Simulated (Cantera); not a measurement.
A freely propagating, adiabatic, planar premixed flame of 7.94 % CH4, 15.9 % O2, 76.2 % N2, equivalence ratio 1.0, unburnt at 700 K and 370000 Pa; mixture-averaged transport, grid criteria slope 0.08 and curve 0.16, no radiation.

Detailed kinetics in Cantera: GRI-Mech 3.0 (53 species, 325 reactions). Burning velocities carry a grid error of a few per cent, more on coarse grids.

x: mole fraction of selected species; z is measured from the peak of heat release.

```csv
z (mm),T (K),u (m/s),x CH4,x O2,x H,x C2H4,x N2O,x CO
-0.460,701,0.755,0.0792,0.159,<1e-8,9.47e-8,<1e-8,1.02e-5
-0.306,705,0.761,0.0788,0.158,<1e-8,1.15e-6,<1e-8,9.53e-5
-0.230,718,0.776,0.0777,0.157,<1e-8,5.52e-6,<1e-8,0.000377
-0.153,786,0.855,0.0727,0.151,8.83e-8,4.19e-5,<1e-8,0.00211
-0.0766,1118,1.23,0.0508,0.122,1.69e-5,0.000331,3.88e-8,0.0122
-0.0383,1470,1.62,0.0276,0.0867,0.000205,0.000638,9.68e-8,0.0247
0,1826,2.02,___,___,___,___,___,___
0.0383,1979,2.19,0.000266,0.0235,0.00310,8.22e-6,3.02e-7,0.0323
0.0766,2036,2.24,5.84e-6,0.0168,0.00327,4.96e-8,3.58e-7,0.0247
0.153,2103,2.30,<1e-8,0.0128,0.00253,<1e-8,3.67e-7,0.0182
0.306,2171,2.37,<1e-8,0.00973,0.00150,<1e-8,3.52e-7,0.0142
0.613,2225,2.42,<1e-8,___,___,<1e-8,___,___
1.23,2259,2.45,<1e-8,0.00554,0.000443,<1e-8,2.66e-7,0.00859
```

Question: Fill in the missing entries.

Answer: 
- 0, x CH4: 0.00578
- 0, x O2: 0.0456
- 0, x H: 0.00150
- 0, x C2H4: 0.000311
- 0, x N2O: 1.94e-7
- 0, x CO: 0.0364
- 0.613, x O2: 0.00725
- 0.613, x H: 0.000787
- 0.613, x N2O: 3.16e-7
- 0.613, x CO: 0.0110
